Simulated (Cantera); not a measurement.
Predominance diagram of Mg at 1025 K against the partial pressures of O₂ and Br₂ (log10, bar). Source: NASA polynomial tables (part measured, part estimated), evaluated in Cantera. Candidates: Mg(l), MgBr₂(l), MgO(s). Only these pure phases compete in this equilibrium. Not in the tables: oxide halides.

```
log p(Br₂) \ log p(O₂)
        columns: -31, -29.4, -27.7, -26.1, -24.5, -22.8, -21.2, -19.6, -17.9, -16.3, -14.7, -13.1, -11.4, -9.8, -8.2, -6.5, -4.9, -3.3, -1.6, 0
      0  A A A A A A A A A A A A A A B B B B B B
   -2.4  A A A A A A A A A A A B B B B B B B B B
   -4.8  A A A A A A A A B B B B B B B B B B B B
   -7.1  A A A A A B B B B B B B B B B B B B B B
   -9.5  A A B B B B B B B B B B B B B B B B B B
  -11.9  B B B B B B B B B B B B B B B B B B B B
  -14.2  B B B B B B B B B B B B B B B B B B B B
  -16.6  B B B B B B B B B B B B B B B B B B B B
    -19  B B B B B B B B B B B B B B B B B B B B
```

A: MgBr₂(l); B: MgO(s).
